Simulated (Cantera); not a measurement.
An isothermal, constant-pressure homogeneous reactor starts with 2.50 % CH₄, 97.5 % N₂, at 1973 K and 1330 Pa.

Cantera simulation using GRI-Mech 3.0 (53 species, 325 reactions); the numbers are that mechanism's predictions, not measurements. GRI-Mech 3.0 stops at C3 and has no aromatics, soot or wall deposition, so with more carbon than oxygen in the feed, carbon stays in small species such as C2H2 where larger ones or solid carbon would form. Radical loss at walls, strong at low pressure, is not modelled.

x: mole fraction; the columns are a selection and need not sum to one.

| t (s) | x CH₄ | x C₂H₄ | x C₂H₂ | x C₂H₆ | x HCN | x H₂ |
|---|---|---|---|---|---|---|
| 3.00e-5 | 0.0250 | 6.02e-12 | <1e-12 | <1e-12 | <1e-12 | 8.36e-7 |
| 0.000184 | 0.0250 | 4.25e-9 | 3.09e-11 | 1.27e-10 | 2.49e-12 | 1.58e-5 |
| 0.00113 | 0.0247 | 1.84e-6 | 9.50e-8 | 1.49e-8 | 2.39e-10 | 0.000132 |
| 0.00692 | 0.0226 | 0.000328 | 0.000134 | 5.68e-7 | ___ | 0.00179 |
| 0.0424 | 0.00519 | 0.000234 | 0.00895 | 3.04e-7 | ___ | 0.0277 |
| 0.260 | 0.000208 | 1.16e-6 | 0.0120 | 1.76e-9 | ___ | 0.0359 |
| 1.60 | 9.99e-7 | 5.17e-8 | 0.0121 | <1e-12 | 0.000176 | 0.0360 |
| 9.78 | 2.75e-8 | 4.51e-8 | 0.0121 | <1e-12 | 0.000178 | 0.0355 |
| 60.0 | 2.32e-8 | 4.45e-8 | 0.0121 | <1e-12 | 0.000183 | 0.0354 |

Question: What belongs in the gaps?

Answer: 
- 0.00692, x HCN: 6.79e-8
- 0.0424, x HCN: 1.51e-5
- 0.260, x HCN: 9.40e-5
